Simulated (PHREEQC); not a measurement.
Make-up at 73 °C: 0.069 mol/kgw HCl, 0.00018 mol/kgw ZnSO4 and 5.4e-05 mol/kgw MnSO4. Closed to the air; pH follows from the charge balance.

Equilibrium calculation in PHREEQC: ion-association model, phreeqc.dat.

This is a speciation only: nothing precipitates in the calculation.

Question: Order these Zn species by the share of Zn that they hold, largest first: ZnCl3-, ZnCl+, Zn+2, ZnCl2.

Answer: Zn+2 (68 %), ZnCl+ (30 %), ZnCl2 (1.5 %), ZnCl3- (0.15 %)

Question: Order these Mn species by the share of Mn that they hold, largest first: MnSO4, MnCl2, Mn+2, MnCl+.

Answer: Mn+2 (90 %), MnCl+ (10 %), MnCl2 (0.18 %), MnSO4 (0.13 %)

The pH is 1.25 and the ionic strength 0.0694 mol/kgw. Away from 25 °C the constants follow the database's enthalpies or fits; those with neither stay at their 25 °C values.
